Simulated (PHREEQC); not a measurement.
Solution (25 °C): 0.0023 mol/kgw HF, 0.045 mol/kgw (CH3)4NF and 0.0018 mol/kgw H2SO4. It is in equilibrium with CO2 at log p = 0 (atm). Otherwise closed; pH follows from the charge balance.

All values are PHREEQC results (ion-association model, phreeqc.dat), not measurements.

| quantity | before | after |
|---|---|---|
| pH | 3.98 | 4.18 |
| ionic strength (mol/kgw) | 0.0469 | 0.0469 |
| F- (mol/kgw) | 0.0406 | 0.0407 |
| HF (mol/kgw) | 0.00514 | 0.00328 |
| HF2- (mol/kgw) | 0.000800 | 0.000511 |
| HCO3- (mol/kgw) | 0.000172 | 0.000271 |

### Question
What was changed between the two runs?
(A) H2SO4 left out
(B) (CH3)4NF left out
(C) (CH3)4NF from 0.045 to 0.009 mol/kgw
(D) HF left out
(E) HF from 0.0023 to 0.00345 mol/kgw

### Answer
D, HF left out

This is a speciation only: nothing precipitates in the calculation. (CH3)4N+ isn't in the database: it is added as a free cation with an ion size of 4 Å.
